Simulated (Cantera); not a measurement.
Feed: 1 mol SiHCl₃, a varied amount of N₂, held at 702 °C and 3.00 mbar.

Cantera equilibrium calculation (NASA polynomials, part measured and part estimated; ideal gas, pure solids and liquids). Candidate condensed phases: NH₄Cl, Si, Si₃N₄; 28 gas species. N₂ is the only nitrogen source here; it is nearly inert below about 1500 K, so the nitride shown seldom forms there in practice. The numbers say what is thermodynamically allowed, not how fast it happens.

Problem. At 160 mol N₂, list the 4 most abundant gas species with their mole fractions, and the condensed phases.

Solution. N₂ 0.991, HCl 0.00593, SiCl₄ 0.00316, H₂ 0.000137. Condensed: Si₃N₄(s).
